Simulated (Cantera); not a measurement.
Input (Python, Cantera):

```python
import numpy as np
import cantera as ct

gas = ct.Solution("gri30.yaml")
gas.TPX = 1298, 1000000, {'CH4': 1, 'CO2': 3.9}
reactor = ct.IdealGasConstPressureReactor(gas, energy="off", clone=False)
net = ct.ReactorNet([reactor])
net.rtol, net.atol = 1e-08, 1e-18
show = ['CH4', 'CO2', 'H', 'CH3', 'O2', 'CH2', 'HO2']
times = np.geomspace(3e-05, 50, 14)

steps = ct.SolutionArray(gas, extra=["t"])
rows = []
print(f"{'t/s':>10s}{'T/K':>9s}{'P/Pa':>11s}" + "".join(f"{s:>11s}" for s in show))
for t in times:
    while net.time < t:
        t_next = net.step()
        steps.append(gas.state, t=t_next)
    rows.append([np.interp(t, steps.t, y) for y in (steps.T, steps.P, *steps(*show).X.T)])
    print(f"{t:10.3e}{rows[-1][0]:9.1f}{rows[-1][1]:11.4g}" + "".join(f"{x:11.3e}" for x in rows[-1][2:]))
rate = np.gradient(steps.T, steps.t)
print("integrator steps:", len(steps.t))
if steps.T.max() > steps.T[0] + 200:
    print(f"time of steepest temperature rise: {steps.t[rate.argmax()]:.4e} s")
gas.TPX = 1298, 1000000, {'CH4': 1, 'CO2': 3.9}
gas.equilibrate("TP")
print(f"equilibrium (TP): T = {gas.T:.1f} K  " + "  ".join(f"{s} {gas[s].X[0]:.3e}" for s in show))
```

It prints:

```
       t/s      T/K       P/Pa        CH4        CO2          H        CH3         O2        CH2        HO2
 3.000e-05   1298.0      1e+06  2.041e-01  7.959e-01  1.439e-10  1.819e-07  5.066e-21  2.751e-15  3.315e-20
 9.031e-05   1298.0      1e+06  2.041e-01  7.959e-01  1.444e-10  5.364e-07  2.333e-20  2.358e-14  4.602e-20
 2.718e-04   1298.0      1e+06  2.041e-01  7.959e-01  1.478e-10  1.365e-06  8.277e-20  1.520e-13  4.487e-20
 8.183e-04   1298.0      1e+06  2.041e-01  7.959e-01  1.534e-10  2.010e-06  2.584e-19  3.293e-13  4.400e-20
 2.463e-03   1298.0      1e+06  2.041e-01  7.959e-01  1.579e-10  2.080e-06  7.923e-19  3.524e-13  4.508e-20
 7.415e-03   1298.0      1e+06  2.040e-01  7.959e-01  1.718e-10  2.194e-06  2.468e-18  3.923e-13  4.869e-20
 2.232e-02   1298.0      1e+06  2.039e-01  7.959e-01  2.211e-10  2.489e-06  8.226e-18  5.051e-13  6.163e-20
 6.720e-02   1298.0      1e+06  2.036e-01  7.959e-01  4.212e-10  3.078e-06  3.387e-17  7.737e-13  1.141e-19
 2.023e-01   1298.0      1e+06  2.027e-01  7.955e-01  1.228e-09  3.659e-06  2.101e-16  1.102e-12  3.326e-19
 6.089e-01   1298.0      1e+06  1.996e-01  7.935e-01  3.691e-09  3.636e-06  1.510e-15  1.131e-12  1.115e-18
 1.833e+00   1298.0      1e+06  1.909e-01  7.843e-01  8.887e-09  3.356e-06  5.707e-15  1.262e-12  3.340e-18
 5.518e+00   1298.0      1e+06  1.680e-01  7.496e-01  1.393e-08  3.119e-06  7.441e-15  3.058e-12  6.688e-18
 1.661e+01   1298.0      1e+06  1.165e-01  6.583e-01  1.929e-08  2.847e-06  6.405e-15  1.440e-11  9.720e-18
 5.000e+01   1298.0      1e+06  6.902e-02  5.549e-01  5.197e-08  2.888e-06  3.671e-15  2.329e-11  1.259e-17
integrator steps: 1417
equilibrium (TP): T = 1298.0 K  CH4 5.741e-05  CO2 2.701e-01  H 1.274e-07  CH3 1.029e-09  O2 8.247e-16  CH2 5.726e-16  HO2 1.256e-18
```

Computed with Cantera and GRI-Mech 3.0 (53 species, 325 reactions).
